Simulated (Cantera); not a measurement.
Mixture: CO : H2 : O2 : N2 = 1 : 1 : 1.64 : 6.16 (molar parts), at 3.06 atm, adiabatic and at constant volume. Ignition delay is the time to a rise of 400 K.

Model: GRI-Mech 3.0 (53 species, 325 reactions), integrated in Cantera. The hydrogen kinetics of GRI-Mech 3.0 are dated; newer H2 mechanisms differ, most at raised pressure. Where the delays flatten at high temperature, the 400 K rule measures the pace of heat release, not the induction time.

**Question.** What does this change do: CO 1 to 1.8 parts?

**Answer.** 
```json
[
 {"quantity": "delay at 1125 K", "before": "49.4 µs", "after": "51.5 µs"},
 {"quantity": "delay at 1225 K", "before": "19.2 µs", "after": "20.2 µs"},
 {"quantity": "delay at 1325 K", "before": "11.4 µs", "after": "12.0 µs"},
 {"quantity": "delay at 1425 K", "before": "8.07 µs", "after": "8.49 µs"},
 {"quantity": "delay at 1525 K", "before": "6.37 µs", "after": "6.66 µs"}
]
```

**Question.** What does this change do: pressure from 3.06 atm to 1.00 atm?

**Answer.** 
```json
[
 {"quantity": "delay at 1125 K", "before": "49.4 µs", "after": "89.2 µs"},
 {"quantity": "delay at 1225 K", "before": "19.2 µs", "after": "52.7 µs"},
 {"quantity": "delay at 1325 K", "before": "11.4 µs", "after": "37.2 µs"},
 {"quantity": "delay at 1425 K", "before": "8.07 µs", "after": "29.9 µs"},
 {"quantity": "delay at 1525 K", "before": "6.37 µs", "after": "26.5 µs"}
]
```
